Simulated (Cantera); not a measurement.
An adiabatic, constant-volume homogeneous reactor starts with CH4 : CO : O2 : N2 = 1 : 0.061 : 2.09 : 7.87 (molar parts), at 1348 K and 2.40 bar. Integrator tolerance rtol = 1e-08.

Cantera simulation using GRI-Mech 3.0 (53 species, 325 reactions); the numbers are that mechanism's predictions, not measurements.

| quantity | before | after |
|---|---|---|
| time of steepest temperature rise | 3.06 ms | 3.24 ms |
| temperature at 4.00 s | 2923 K | 2725 K |
| equilibrium temperature | 2923 K | 2725 K |
| x(CH4) at 4.00 s | <1e-12 (gas-phase equilibrium <1e-12) | <1e-12 (gas-phase equilibrium <1e-12) |
| x(CO) at 4.00 s | 0.0398 (gas-phase equilibrium 0.0398) | 0.0322 (gas-phase equilibrium 0.0322) |
| x(O2) at 4.00 s | 0.0204 (gas-phase equilibrium 0.0204) | 0.0183 (gas-phase equilibrium 0.0183) |
| x(C2H6) at 4.00 s | <1e-12 (gas-phase equilibrium <1e-12) | <1e-12 (gas-phase equilibrium <1e-12) |
| x(CH2) at 4.00 s | <1e-12 (gas-phase equilibrium <1e-12) | <1e-12 (gas-phase equilibrium <1e-12) |
| x(CO2) at 4.00 s | 0.0529 (gas-phase equilibrium 0.0529) | 0.0614 (gas-phase equilibrium 0.0614) |
| x(O) at 4.00 s | 0.00533 (gas-phase equilibrium 0.00533) | 0.00352 (gas-phase equilibrium 0.00352) |

Task: Which change was made?
(A) constant pressure in place of constant volume
(B) CH4 1 to 1.5 parts
(C) initial temperature 1348 to 1125 K
(D) CH4 1 to 0.74 parts

Result: A, constant pressure in place of constant volume
